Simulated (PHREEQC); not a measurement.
A solution holds 0.0042 mol/kgw HF and 0.1 mol/kgw CaCl2, at 80 °C. Closed to the air; pH follows from the charge balance.

Computed with PHREEQC (ion-association model, phreeqc.dat).

This is a speciation only: nothing precipitates in the calculation.

Task: Order these F species by the share of F that they hold, largest first: F-, HF, HF2-.

Result: HF (71 %), F- (29 %), HF2- (0.71 %)

The pH is 3.03 and the ionic strength 0.301 mol/kgw. Examples of supersaturated solids here: Fluorite. Others may be too. Constants without temperature data keep their 25 °C values here.
